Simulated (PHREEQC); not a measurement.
Consider water at 25 °C with 2.25 mmol/kgw HF, 5 mmol/kgw (CH3)4NF and 0.115 mmol/kgw (NH4)2SiF6. Closed to the air; pH follows from the charge balance.

Computed with PHREEQC (ion-association model, wateq4f.dat).

No solid was allowed to form.

What pH does the model give?

pH 3.58.

In which forms is F present?

F- 66 %, HF 24 %, SiF6-2 8.6 %, HF2- 1.0 % of the F.

Complexes and solids missing from the database can't appear. (CH3)4N+ isn't in the database: it is added as a free cation with an ion size of 4 Å. SiF6-2 is the database's only silicon fluoride.
